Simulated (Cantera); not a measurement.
A Cantera script and its output.

```python
import numpy as np
import cantera as ct

gas = ct.Solution("gri30.yaml")
gas.TPX = 2175, 13332, {'NO': 1, 'N2': 35}
reactor = ct.IdealGasConstPressureReactor(gas, energy="off", clone=False)
net = ct.ReactorNet([reactor])
net.rtol, net.atol = 1e-08, 1e-18
show = ['NO', 'O2', 'N2O', 'O', 'N2', 'NO2']
times = np.geomspace(4e-05, 10, 10)

steps = ct.SolutionArray(gas, extra=["t"])
rows = []
print(f"{'t/s':>10s}{'T/K':>9s}{'P/Pa':>11s}" + "".join(f"{s:>11s}" for s in show))
for t in times:
    while net.time < t:
        t_next = net.step()
        steps.append(gas.state, t=t_next)
    rows.append([np.interp(t, steps.t, y) for y in (steps.T, steps.P, *steps(*show).X.T)])
    print(f"{t:10.3e}{rows[-1][0]:9.1f}{rows[-1][1]:11.4g}" + "".join(f"{x:11.3e}" for x in rows[-1][2:]))
rate = np.gradient(steps.T, steps.t)
print("integrator steps:", len(steps.t))
if steps.T.max() > steps.T[0] + 200:
    print(f"time of steepest temperature rise: {steps.t[rate.argmax()]:.4e} s")
gas.TPX = 2175, 13332, {'NO': 1, 'N2': 35}
gas.equilibrate("TP")
print(f"equilibrium (TP): T = {gas.T:.1f} K  " + "  ".join(f"{s} {gas[s].X[0]:.3e}" for s in show))
```

It prints:

```
       t/s      T/K       P/Pa         NO         O2        N2O          O         N2        NO2
 4.000e-05   2175.0  1.333e+04  2.778e-02  3.806e-12  1.509e-08  1.566e-08  9.722e-01  8.997e-12
 1.592e-04   2175.0  1.333e+04  2.778e-02  6.226e-11  5.678e-08  6.549e-08  9.722e-01  1.157e-10
 6.333e-04   2175.0  1.333e+04  2.778e-02  1.101e-09  1.829e-07  3.030e-07  9.722e-01  1.045e-09
 2.520e-03   2175.0  1.333e+04  2.778e-02  2.201e-08  3.674e-07  1.563e-06  9.722e-01  6.690e-09
 1.003e-02   2175.0  1.333e+04  2.777e-02  4.271e-07  4.041e-07  7.263e-06  9.722e-01  3.276e-08
 3.989e-02   2175.0  1.333e+04  2.773e-02  7.320e-06  4.036e-07  2.979e-05  9.722e-01  1.349e-07
 1.587e-01   2175.0  1.333e+04  2.744e-02  1.145e-04  3.973e-07  1.075e-04  9.723e-01  4.739e-07
 6.316e-01   2175.0  1.333e+04  2.502e-02  1.247e-03  3.382e-07  2.576e-04  9.735e-01  1.039e-06
 2.513e+00   2175.0  1.333e+04  1.258e-02  7.318e-03  1.289e-07  5.467e-04  9.795e-01  1.134e-06
 1.000e+01   2175.0  1.333e+04  3.226e-03  1.192e-02  7.251e-08  6.927e-04  9.842e-01  3.694e-07
integrator steps: 720
equilibrium (TP): T = 2175.0 K  NO 3.189e-03  O2 1.194e-02  N2O 7.246e-08  O 6.933e-04  N2 9.842e-01  NO2 3.655e-07
```

Computed with Cantera and GRI-Mech 3.0 (53 species, 325 reactions).
